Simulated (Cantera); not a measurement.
Feed: 1 mol SiH₂Cl₂, 0.014 mol C₂H₄, 22 mol H₂, at 2052 °C and 63.0 mbar.

These are equilibrium values from Cantera (NASA tables, ideal gas, pure condensed phases), not measurements of a reactor. Candidate condensed phases: C, C₆H₆, C₇H₈, C₈H₁₈, Si, SiC; 109 gas species. The tables' values for SiCl, SiCl₃ are old estimates; treat these amounts as uncertain. Gases not in the tables: Si₂H₆ and higher silanes. Equilibrium is a limit: real reactors are often held back by kinetics, nucleation or transport.

Base state: H₂ 0.865, HCl 0.0607, H 0.0408, Si 0.0184, SiCl₂ 0.00729, SiCl 0.00232, Cl 0.00205, SiH 0.00151 (mole fractions); condensed: Si(l).

Q: What changes in the equilibrium state with this change: C₂H₄ from 0.014 to 0.097 mol?

A: 
```json
[
 {"species": "H₂", "before": "0.865", "after": "0.865"},
 {"species": "HCl", "before": "0.0607", "after": "0.0604"},
 {"species": "H", "before": "0.0408", "after": "0.0408"},
 {"species": "Si₂C", "before": "0.000989", "after": "0.00160"},
 {"species": "Si", "before": "0.0184", "after": "0.0182"},
 {"species": "C₂H₂ (acetylene)", "before": "3.75e-5", "after": "0.000102"},
 {"species": "SiC₂", "before": "2.45e-5", "after": "6.62e-5"},
 {"species": "Si₃", "before": "6.88e-5", "after": "6.66e-5"},
 {"species": "SiCl₃", "before": "1.03e-5", "after": "1.01e-5"},
 {"species": "Si₂", "before": "0.000371", "after": "0.000364"},
 {"species": "Si(l), mol", "before": "0.173", "after": "0"},
 {"species": "SiC(s), mol", "before": "0", "after": "0.145"}
]
```

Q: What changes in the equilibrium state with this change: temperature from 2052 °C to 2302 °C?

A: 
| species | before | after |
|---|---|---|
| H₂ | 0.865 | 0.772 |
| H | 0.0408 | 0.121 |
| HCl | 0.0607 | 0.0629 |
| Si | 0.0184 | 0.0306 |
| Si₃ | 6.88e-5 | 8.48e-6 |
| SiCl₃ | 1.03e-5 | 1.47e-6 |
| SiC₂ | 2.45e-5 | 0.000126 |
| SiCl₂ | 0.00729 | 0.00168 |
| Si(l), mol | 0.173 | 0 |
The tables' values for SiCl are old estimates; treat these amounts as uncertain.
